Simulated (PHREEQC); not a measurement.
A PHREEQC speciation (ion-association model, wateq4f.dat) at 25 °C gives pH 7.88 and these molalities:

```csv
species,mol/kgw
Na+,0.268
HCO3-,0.260
NaHCO3,0.0195
CO2,0.00529
NaCO3-,0.00337
CO3-2,0.00241
OH-,1.11e-6
```

**Question.** What are the element totals, and what could have been dissolved in 1 kg of water to give them?

**Answer.** Several could match; the one computed here: totals C(4) 0.290, Na 0.290 mol/kgw, from 0.29 mol NaHCO3 and 0.00049 mol NaOH per kg of water.

Precipitation was switched off in this run.
